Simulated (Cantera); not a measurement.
Input: 1 mol Si3N4, 7.8 mol N2, 0.18 mol Si, at 2925 K and 101000 Pa.

Equilibrium computed with Cantera from the NASA thermochemical tables; the gas is ideal and each condensed phase is pure. Candidate condensed phases: Si, Si3N4; 7 gas species. The tables' values for SiN are old estimates; treat these amounts as uncertain. Equilibrium is a limit: real reactors are often held back by kinetics, nucleation or transport.

Base state: N2 0.919, Si 0.0705, SiN 0.00397, Si2 0.00319, Si2N 0.00273, Si3 0.000477 (mole fractions); condensed: Si(l).

Q: What changes in the equilibrium state with this change: temperature from 2925 K to 3000 K?

A: 
| species | before | after |
|---|---|---|
| N2 | 0.919 | 0.880 |
| Si | 0.0705 | 0.105 |
| SiN | 0.00397 | 0.00535 |
| Si2 | 0.00319 | 0.00511 |
| N | 8.08e-6 | 1.30e-5 |
| Si3 | 0.000477 | 0.000748 |
| Si2N | 0.00273 | 0.00353 |
| Si(l), mol | 2.25 | 1.74 |
